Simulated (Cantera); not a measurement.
Feed: 1 mol C3H6, 0.089 mol O2, 0.97 mol N2, at 1.33 mbar.

Equilibrium computed with Cantera from the NASA thermochemical tables; the gas is ideal and each condensed phase is pure. Candidate condensed phases: C, C6H6, C7H8, C8H18, H2O; 136 gas species. The numbers say what is thermodynamically allowed, not how fast it happens.

log p: log10 of the partial pressure in bar; n: condensed amount in mol.

| T (°C) | log p H2 | log p H | log p N2 | log p CO | log p HCN | log p C3 | n C(graphite) |
|---|---|---|---|---|---|---|---|
| 500 | -3.02 | -13.55 | -3.50 | -4.27 | -10.59 | <-14 | 2.83 |
| 650 | -3.02 | -11.12 | -3.51 | -4.24 | -9.13 | <-14 | 2.82 |
| 800 | -3.02 | -9.36 | -3.51 | -4.24 | -8.07 | <-14 | 2.82 |
| 950 | -3.02 | -8.03 | -3.51 | -4.24 | -7.28 | <-14 | 2.82 |
| 1100 | -3.02 | -6.99 | -3.51 | -4.24 | -6.66 | <-14 | 2.82 |
| 1250 | -3.02 | -6.14 | -3.51 | -4.24 | -6.17 | <-14 | 2.82 |
| 1400 | -3.02 | -5.45 | -3.51 | -4.24 | -5.76 | ? | 2.82 |
| 1550 | -3.02 | -4.87 | -3.51 | -4.24 | -5.43 | ? | 2.81 |
| 1700 | -3.03 | -4.39 | -3.52 | -4.25 | -5.15 | ? | 2.79 |
| 1850 | -3.06 | -3.98 | -3.53 | -4.26 | -4.93 | ? | 2.77 |
| 2000 | -3.12 | -3.64 | -3.56 | -4.28 | -4.76 | ? | 2.74 |
| 2150 | -3.24 | -3.37 | -3.60 | -4.32 | -4.66 | ? | 2.69 |
| 2300 | -3.43 | -3.18 | -3.66 | -4.37 | -4.62 | ? | 2.62 |
| 2450 | -3.72 | -3.07 | -3.72 | -4.42 | -4.65 | ? | 2.40 |

**Question.** Complete the blanks.

**Answer.** 
- 1400, log p C3: -14.76
- 1550, log p C3: -12.64
- 1700, log p C3: -10.85
- 1850, log p C3: -9.32
- 2000, log p C3: -8.00
- 2150, log p C3: -6.84
- 2300, log p C3: -5.82
- 2450, log p C3: -4.92
